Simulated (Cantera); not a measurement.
Charge: 1 mol C₂H₂, 1.2 mol H₂O, 0.85 mol N₂, 0.22 mol NH₃, held at 10.0 Torr.

These are equilibrium values from Cantera (NASA tables, ideal gas, pure condensed phases), not measurements of a reactor. Candidate condensed phases: C, C₆H₆, C₇H₈, C₈H₁₈, H₂O; 169 gas species. Ions and electrons are included (thermal ionisation). Rates play no part.

### Question
At 2000 K, list the 5 most abundant gas species with their mole fractions, and the condensed phases.

### Answer
H₂ 0.529, CO 0.255, N₂ 0.201, H 0.0102, HCN 0.00481. Condensed: C(graphite).
